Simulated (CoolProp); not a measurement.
Ethylene along the isobar 2.36 MPa: fugacity coefficient from the reference equation and from simpler models built on Tc = 9.2 °C, pc = 5.042 MPa, ω = 0.087; each cubic takes its own stable root.

Model: reference Helmholtz-energy equation of state, Smukala 2000, in CoolProp.

```
T (°C)   phase  reference  van der Waals  Redlich-Kwong
------  ------  ---------  -------------  -------------
-64.95  liquid     0.2517         0.4919         0.2702
-40.75  liquid     0.5136         0.7450         0.5443
-16.55     gas     0.7909         0.8254         0.7944
7.65       gas     0.8427         0.8601         0.8420
31.75      gas     0.8785         0.8860         0.8759
55.95      gas     0.9047         0.9060         0.9013
80.15      gas     0.9244         0.9217         0.9205
104.35     gas     0.9395         0.9342         0.9355
128.45     gas     0.9513         0.9444         0.9472
152.65     gas     0.9607         0.9527         0.9566
176.85     gas     0.9683         0.9597         0.9642
```
